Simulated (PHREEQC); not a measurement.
**Brine (model solution)**

Make-up at 20 °C: 2.4 mol HCl and 0.027 mol K2SO4 per kg of water. Closed to the air; pH follows from the charge balance.

Computed with PHREEQC (Pitzer model, pitzer.dat).

Precipitation was switched off in this run.

**Question.** Estimate the pH, density.

**Answer.** pH -0.73; density 1.041 g/cm³.

**Question.** In which forms is S present?

**Answer.** HSO4- 74 %, SO4-2 26 % of the S.

Complexes and solids missing from the database can't appear. In brines, pH and single-ion activities rest on the MacInnes convention.
